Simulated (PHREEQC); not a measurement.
## Copper plating or etch bath: an equilibrium model

Make-up at 20 °C: 5.9 mmol/kgw CuCl2, 0.41 mmol/kgw HBF4 and 55 mmol/kgw NaCl. Closed to the air; pH follows from the charge balance.

The numbers come from PHREEQC with the ion-association model, phreeqc.dat.

Each row changes one thing in this solution. This is a speciation only: nothing precipitates in the calculation.

```
case                                    pH  ionic strength (mol/kgw)  F- (mol/kgw)  HF (mol/kgw)  H3BO3 (mol/kgw)  CuCl+ (mol/kgw)
------------------------------------  ----  ------------------------  ------------  ------------  ---------------  ---------------
as made                               3.12                    0.0728      0.000840      0.000684         0.000390         0.000338
NaCl from 0.055 to 0.0275 mol/kgw     3.12                    0.0455      0.000823      0.000702         0.000390         0.000229
NaCl left out                         3.11                    0.0183      0.000793      0.000730         0.000389          8.60e-5
HBF4 from 0.00041 to 8.2e-05 mol/kgw  3.65                    0.0722      0.000252       6.02e-5          8.19e-5         0.000340
HBF4 from 0.00041 to 0.0041 mol/kgw   2.46                    0.0760      0.000919       0.00335         0.000973         0.000334
```

Real BF4- forms and hydrolyses slowly; the run takes it at equilibrium.
